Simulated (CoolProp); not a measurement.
Computed with CoolProp (reference Helmholtz-energy equation of state, Lemmon 2022).

### Question
For R1234yf, give the phase and the cp (kJ/(kg K)), isothermal compressibility (1/MPa), expansivity (1/kK), viscosity (µPa s) at 277.6 K and 4.39 MPa.

### Answer
- 277.6 K and 4.39 MPa: liquid; cp 1.29, isothermal compressibility 0.00370, expansivity 2.52, viscosity 203

Viscosity comes from a separate model (Bell 2016), an estimate that may be off by 10 % or more.
